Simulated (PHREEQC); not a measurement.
1 kg of water holding 0.21 mol/kgw NaCl, 0.029 mol/kgw KCl, 0.29 mol/kgw CaCl2 and 0.022 mol/kgw SrCl2 is evaporated at 25 °C; the solids stay in contact with the brine. CO2 from the air is kept out. Only these solids could form: Halite, Portlandite, Sylvite.

Model: Pitzer model, pitzer.dat, run in PHREEQC.

```json
[
 {"water left (kg)": "1", "ionic strength": "1.18", "water activity": "0.977", "Halite (mol)": "0", "Ca in solution (mol/kgw)": "0.290", "K in solution (mol/kgw)": "0.0290", "Sr in solution (mol/kgw)": "0.0220"},
 {"water left (kg)": "0.8219", "ionic strength": "1.43", "water activity": "0.972", "Halite (mol)": "0", "Ca in solution (mol/kgw)": "0.353", "K in solution (mol/kgw)": "0.0353", "Sr in solution (mol/kgw)": "0.0268"},
 {"water left (kg)": "0.6755", "ionic strength": "1.74", "water activity": "0.965", "Halite (mol)": "0", "Ca in solution (mol/kgw)": "0.429", "K in solution (mol/kgw)": "0.0429", "Sr in solution (mol/kgw)": "0.0326"},
 {"water left (kg)": "0.5552", "ionic strength": "2.12", "water activity": "0.956", "Halite (mol)": "0", "Ca in solution (mol/kgw)": "0.522", "K in solution (mol/kgw)": "0.0522", "Sr in solution (mol/kgw)": "0.0396"},
 {"water left (kg)": "0.4563", "ionic strength": "2.57", "water activity": "0.945", "Halite (mol)": "0", "Ca in solution (mol/kgw)": "0.636", "K in solution (mol/kgw)": "0.0636", "Sr in solution (mol/kgw)": "0.0482"},
 {"water left (kg)": "0.375", "ionic strength": "3.13", "water activity": "0.930", "Halite (mol)": "0", "Ca in solution (mol/kgw)": "0.773", "K in solution (mol/kgw)": "0.0773", "Sr in solution (mol/kgw)": "0.0587"},
 {"water left (kg)": "0.3082", "ionic strength": "3.81", "water activity": "0.911", "Halite (mol)": "0", "Ca in solution (mol/kgw)": "0.941", "K in solution (mol/kgw)": "0.0941", "Sr in solution (mol/kgw)": "0.0714"},
 {"water left (kg)": "0.2533", "ionic strength": "4.64", "water activity": "0.886", "Halite (mol)": "0", "Ca in solution (mol/kgw)": "1.14", "K in solution (mol/kgw)": "0.114", "Sr in solution (mol/kgw)": "0.0868"},
 {"water left (kg)": "0.2082", "ionic strength": "5.64", "water activity": "0.853", "Halite (mol)": "0", "Ca in solution (mol/kgw)": "1.39", "K in solution (mol/kgw)": "0.139", "Sr in solution (mol/kgw)": "0.106"},
 {"water left (kg)": "0.1711", "ionic strength": "6.87", "water activity": "0.809", "Halite (mol)": "0", "Ca in solution (mol/kgw)": "1.69", "K in solution (mol/kgw)": "0.169", "Sr in solution (mol/kgw)": "0.129"},
 {"water left (kg)": "0.1407", "ionic strength": "8.35", "water activity": "0.751", "Halite (mol)": "0", "Ca in solution (mol/kgw)": "2.06", "K in solution (mol/kgw)": "0.206", "Sr in solution (mol/kgw)": "0.156"},
 {"water left (kg)": "0.1156", "ionic strength": "10.2", "water activity": "0.678", "Halite (mol)": "0", "Ca in solution (mol/kgw)": "2.51", "K in solution (mol/kgw)": "0.251", "Sr in solution (mol/kgw)": "0.190"},
 {"water left (kg)": "0.09502", "ionic strength": "11.5", "water activity": "0.631", "Halite (mol)": "0.0800", "Ca in solution (mol/kgw)": "3.05", "K in solution (mol/kgw)": "0.305", "Sr in solution (mol/kgw)": "0.232"},
 {"water left (kg)": "0.07809", "ionic strength": "13.2", "water activity": "0.572", "Halite (mol)": "0.146", "Ca in solution (mol/kgw)": "3.71", "K in solution (mol/kgw)": "0.371", "Sr in solution (mol/kgw)": "0.282"},
 {"water left (kg)": "0.06418", "ionic strength": "15.4", "water activity": "0.486", "Halite (mol)": "0.184", "Ca in solution (mol/kgw)": "4.52", "K in solution (mol/kgw)": "0.452", "Sr in solution (mol/kgw)": "0.343"}
]
```

Halite from water left = 0.09502 kg.
